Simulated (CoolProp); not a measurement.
Octamethyltrisiloxane (MDM) along the isobar 0.101 MPa: fugacity coefficient from the reference equation and from simpler models built on Tc = 565.4 K, pc = 1.438 MPa, ω = 0.528; each cubic takes its own stable root.

The numbers come from the reference Helmholtz-energy equation of state, Thol 2017 in CoolProp.

```json
[
 {"T (K)": "508.2", "phase": "gas", "reference": "0.9649", "van der Waals": "0.9731", "Redlich-Kwong": "0.9677", "Soave-Redlich-Kwong": "0.9647"},
 {"T (K)": "515.7", "phase": "gas", "reference": "0.9668", "van der Waals": "0.9740", "Redlich-Kwong": "0.9690", "Soave-Redlich-Kwong": "0.9665"},
 {"T (K)": "523.2", "phase": "gas", "reference": "0.9686", "van der Waals": "0.9749", "Redlich-Kwong": "0.9703", "Soave-Redlich-Kwong": "0.9682"},
 {"T (K)": "530.8", "phase": "gas", "reference": "0.9703", "van der Waals": "0.9758", "Redlich-Kwong": "0.9714", "Soave-Redlich-Kwong": "0.9698"},
 {"T (K)": "538.3", "phase": "gas", "reference": "0.9718", "van der Waals": "0.9766", "Redlich-Kwong": "0.9726", "Soave-Redlich-Kwong": "0.9713"},
 {"T (K)": "545.9", "phase": "gas", "reference": "0.9733", "van der Waals": "0.9773", "Redlich-Kwong": "0.9736", "Soave-Redlich-Kwong": "0.9728"},
 {"T (K)": "553.4", "phase": "gas", "reference": "0.9747", "van der Waals": "0.9781", "Redlich-Kwong": "0.9747", "Soave-Redlich-Kwong": "0.9741"},
 {"T (K)": "561", "phase": "gas", "reference": "0.9760", "van der Waals": "0.9788", "Redlich-Kwong": "0.9756", "Soave-Redlich-Kwong": "0.9754"}
]
```
